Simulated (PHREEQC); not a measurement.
Consider water at 25 °C with 0.0077 mol/kgw LiOH, 0.00032 mol/kgw H3BO3 and 0.027 mol/kgw K2CO3. Closed to the air; pH follows from the charge balance.

Equilibrium calculation in PHREEQC: ion-association model, phreeqc.dat.

No solid was allowed to form.

Question: Predict the pH, ionic strength.

Answer: pH 11.78; ionic strength 0.0882 mol/kgw.

Question: In which forms is C present?

Answer: CO3-2 98 %, HCO3- 1.8 % of the C.
